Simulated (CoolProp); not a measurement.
Saturated liquid density (kg/m³) of isobutane: the reference equation beside estimates from Tc = 407.8 K, pc = 36.29 bar, ω = 0.184. Rackett uses Z = 0.29056 − 0.08775 ω.

Computed with CoolProp (reference Helmholtz-energy equation of state, Bücker 2006).

```csv
T (K),reference,Rackett,van der Waals,Redlich-Kwong,Soave-Redlich-Kwong,Peng-Robinson
322.3,518.6,518.5,324.3,459.7,475.1,539.0
325.8,513.6,513.4,321.0,453.8,469.2,532.4
329.4,508.3,508.1,317.6,447.6,463.0,525.4
333,502.9,502.6,314.0,441.2,456.7,518.2
336.5,497.6,497.2,310.5,434.9,450.3,511.0
340.1,491.9,491.5,306.8,428.2,443.5,503.3
343.6,486.3,485.8,303.1,421.5,436.7,495.5
347.2,480.3,479.8,299.2,414.4,429.5,487.3
350.8,474.1,473.6,295.1,407.1,422.1,478.7
354.3,467.9,467.4,291.0,399.8,414.5,470.0
357.9,461.2,460.8,286.7,392.0,406.5,460.8
361.4,454.5,454.1,282.3,384.1,398.4,451.4
365,447.3,447.0,277.6,375.8,389.7,441.3
368.6,439.8,439.5,272.8,367.1,380.6,430.7
372.1,432.0,431.9,267.8,358.2,371.4,419.9
```

Absolute difference from the reference over all 15 rows, mean and median: Rackett 0.1 and 0.1 %, van der Waals 37.7 and 37.7 %, Redlich-Kwong 13.9 and 13.7 %, Soave-Redlich-Kwong 10.8 and 10.6 %, Peng-Robinson 2.1 and 2.1 %.
